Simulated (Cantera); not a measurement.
A perfectly stirred reactor is fed with NH3 : N2 = 1 : 0.44 (molar parts), at 3300 Pa; it is held at 2325 K, and followed from long to short residence time.

Model: the gas-phase N/H chemistry of the illustrative SiF4/NH3 mechanism in the Surface Chemkin manual (1991), integrated in Cantera. Walls and surfaces, which speed up NH3 decomposition in real reactors, are not modelled.

x: mole fraction; the columns are a selection and need not sum to one.

| τ (s) | x NH3 | x H | x N2 | x N2H2 | x N2H4 |
|---|---|---|---|---|---|
| 0.35 | 0.0601 | 0.00220 | 0.378 | 1.23e-6 | 9.04e-10 |
| 0.18 | 0.109 | 0.00169 | 0.372 | 2.38e-6 | 2.04e-9 |
| 0.090 | 0.187 | 0.00124 | 0.363 | 4.49e-6 | 4.36e-9 |
| 0.045 | ___ | ___ | 0.351 | ___ | ___ |
| 0.023 | 0.410 | 0.000572 | 0.337 | 1.18e-5 | 1.38e-8 |
| 0.012 | 0.511 | 0.000360 | 0.325 | 1.57e-5 | 2.01e-8 |
| 0.0059 | 0.592 | ___ | 0.316 | 1.88e-5 | ___ |
| 0.0030 | 0.640 | 0.000112 | 0.310 | 1.96e-5 | 3.19e-8 |
| 0.0015 | 0.667 | 5.65e-5 | 0.307 | 1.75e-5 | 3.21e-8 |
| 0.00077 | 0.681 | 2.71e-5 | 0.306 | 1.29e-5 | 2.57e-8 |
| 0.00039 | 0.688 | 1.27e-5 | 0.305 | 6.67e-6 | 1.45e-8 |

Fill in the missing entries.


- 0.045, x NH3: 0.294
- 0.045, x H: 0.000867
- 0.045, x N2H2: 7.75e-6
- 0.045, x N2H4: 8.34e-9
- 0.0059, x H: 0.000204
- 0.0059, x N2H4: 2.71e-8
